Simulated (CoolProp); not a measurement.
Isobutene along the isobar 23900 kPa: fugacity coefficient from the reference equation and from simpler models built on Tc = 418.1 K, pc = 4016 kPa, ω = 0.193; each cubic takes its own stable root.

Computed with CoolProp (reference Helmholtz-energy equation of state, Lemmon 2005). It is a short technical equation, of lower accuracy than the large ones.

```csv
T (K),phase,reference
417.7,liquid,0.2238
432.4,supercritical,0.2597
447.1,supercritical,0.2969
461.8,supercritical,0.3349
476.5,supercritical,0.3734
491.2,supercritical,0.4118
505.9,supercritical,0.4499
520.6,supercritical,0.4872
535.3,supercritical,0.5236
550,supercritical,0.5588
```

Question: How far does each simpler model (van der Waals, Redlich-Kwong, Peng-Robinson) lie from the reference over these 10 states: mean and median of the absolute difference, and the worst?

Answer: 
- van der Waals: mean 14.0 %, median 9.4 %, worst +40.2 % at 417.7 K and 23900 kPa
- Redlich-Kwong: mean 3.7 %, median 2.6 %, worst +10.1 % at 417.7 K and 23900 kPa
- Peng-Robinson: mean 1.1 %, median 1.0 %, worst -2.0 % at 417.7 K and 23900 kPa
